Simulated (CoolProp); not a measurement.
1000 sccm (0 °C, 1 atm) of nitrogen bubbles through liquid octamethyltrisiloxane (MDM) at 341.9 K and leaves saturated at a total pressure of 0.105 MPa (ideal gas phase). Each further row changes one setting.

The numbers come from the reference Helmholtz-energy equation of state, Thol 2017 in CoolProp.

```tsv
case	vapour pressure (kPa)	mole fraction of vapour	delivery (mg/min)	delivery (sccm)	change of delivery for a bath 1 K warmer (%)
as stated	5.53	[?]	[?]	[?]	[?]
bath temperature 346.9 K	6.93	[?]	[?]	[?]	4.8
total pressure 0.21 MPa	5.53	0.0263	285	27.0	4.8
```

What belongs in the gaps?


- as stated, mole fraction of vapour: 0.0527
- as stated, delivery (mg/min): 587
- as stated, delivery (sccm): 55.6
- as stated, change of delivery for a bath 1 K warmer (%): 5.0
- bath temperature 346.9 K, mole fraction of vapour: 0.0660
- bath temperature 346.9 K, delivery (mg/min): 746
- bath temperature 346.9 K, delivery (sccm): 70.7
